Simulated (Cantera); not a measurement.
Thermodynamics of silicon nitride deposition, feed SiH₂Cl₂ + NH₃ + N₂

A closed system holds: 1 mol SiH₂Cl₂, 7.4 mol NH₃, 39 mol N₂, equilibrated at 1825 K.

Method: chemical equilibrium by Gibbs-energy minimisation in Cantera with the NASA 1993 tables (ideal gas, pure condensed phases). Candidate condensed phases: NH₄Cl, Si, Si₃N₄; 28 gas species. The tables' values for SiCl, SiN, SiCl₃ are old estimates; treat these amounts as uncertain. Rates play no part.

```json
[
 {"P (Pa)": "5", "x N₂": "0.742", "x H₂": "0.183", "x HCl": "0.0273", "x H": "0.0267", "x Si": "0.0148", "n Si(l)": "0", "n Si₃N₄(s)": "0"},
 {"P (Pa)": "26", "x N₂": "0.751", "x H₂": "0.195", "x HCl": "0.0230", "x H": "0.0121", "x Si": "0.0113", "n Si(l)": "0", "n Si₃N₄(s)": "0"},
 {"P (Pa)": "140", "x N₂": "0.760", "x H₂": "0.202", "x HCl": "0.0213", "x H": "0.00529", "x Si": "0.00325", "n Si(l)": "0.399", "n Si₃N₄(s)": "0"},
 {"P (Pa)": "710", "x N₂": "0.764", "x H₂": "0.204", "x HCl": "0.0216", "x H": "0.00236", "x Si": "0.000641", "n Si(l)": "0.563", "n Si₃N₄(s)": "0"},
 {"P (Pa)": "3700", "x N₂": "0.763", "x H₂": "0.205", "x HCl": "0.0250", "x H": "0.00104", "x Si": "7.39e-5", "n Si(l)": "0", "n Si₃N₄(s)": "0.229"},
 {"P (Pa)": "19000", "x N₂": "0.763", "x H₂": "0.204", "x HCl": "0.0305", "x H": "0.000456", "x Si": "4.84e-6", "n Si(l)": "0", "n Si₃N₄(s)": "0.281"},
 {"P (Pa)": "100000", "x N₂": "0.763", "x H₂": "0.202", "x HCl": "0.0338", "x H": "0.000198", "x Si": "3.04e-7", "n Si(l)": "0", "n Si₃N₄(s)": "0.312"}
]
```
x: gas mole fraction; n: condensed amount in mol.

From 5.00 Pa to 26.0 Pa nothing is condensed. From 140 Pa to 710 Pa the condensed part is Si(l). From 3700 Pa to 100000 Pa the condensed part is Si₃N₄(s). The main Si-bearing gas is Si at 5.00 Pa and SiCl₂ at 100000 Pa.
